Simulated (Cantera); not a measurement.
Charge: 1 mol SiH4, 600 mol H2, held at 300 Torr.

Equilibrium computed with Cantera from the NASA thermochemical tables; the gas is ideal and each condensed phase is pure. Candidate condensed phases: Si; 9 gas species. Gases not in the tables: Si2H6 and higher silanes. Kinetics and transport are ignored.

Which condensed phases are stable at each of these points (T (K)): 1098, 1148, 1198, 1248, 1298, 1348, 1398, 1448, 1498, 1548, 1598, 1648, 1698?


| T (K) | condensed phases | Si condensed (%) |
|---|---|---|
| 1098 | Si(s) | 100.0 |
| 1148 | Si(s) | 100.0 |
| 1198 | Si(s) | 100.0 |
| 1248 | Si(s) | 100.0 |
| 1298 | Si(s) | 100.0 |
| 1348 | Si(s) | 100.0 |
| 1398 | Si(s) | 100.0 |
| 1448 | Si(s) | 99.9 |
| 1498 | Si(s) | 99.9 |
| 1548 | Si(s) | 99.8 |
| 1598 | Si(s) | 99.6 |
| 1648 | Si(s) | 99.4 |
| 1698 | Si(l) | 98.9 |

From 1098 K to 1648 K the condensed part is Si(s). At 1698 K the condensed part is Si(l).
